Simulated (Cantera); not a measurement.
## Transport properties of process gases

Gas mixture: 86.1 % CO, 13.9 % CH4, at 0.00220 bar, frozen composition.

Cantera's kinetic-theory transport with the Lennard-Jones parameters of GRI-Mech 3.0, ideal gas; thermal conductivity in the mixture-averaged form. The composition is frozen, though it would react at the higher temperatures.

| T (K) | ρ (kg/m³) | cp (J/kg/K) | μ (µPa s) | λ (mW/m/K) | Pr | D (cm²/s) CH3 | D (cm²/s) CH4 | D (cm²/s) H2 |
|---|---|---|---|---|---|---|---|---|
| 400 | 0.00174 | 1174 | 21.0 | 33.9 | 0.728 | 172 | 170 | 576 |
| 550 | 0.00127 | 1245 | 26.3 | 45.1 | 0.726 | 299 | 296 | 983 |
| 700 | 0.000996 | 1327 | 31.0 | 56.4 | 0.730 | 451 | 446 | 1470 |
| 850 | 0.000820 | 1405 | 35.3 | 67.4 | 0.735 | 626 | 618 | 2030 |
| 1000 | 0.000697 | 1472 | 39.2 | 78.0 | 0.740 | 822 | 812 | 2660 |
| 1150 | 0.000606 | 1528 | 43.0 | 88.4 | 0.744 | 1040 | 1030 | 3350 |
| 1300 | 0.000536 | 1576 | 46.6 | 98.3 | 0.746 | 1270 | 1260 | 4100 |
| 1450 | 0.000481 | 1616 | 50.0 | 108 | 0.748 | 1530 | 1510 | 4920 |
D: mixture-averaged diffusion coefficient of that species in the mixture.
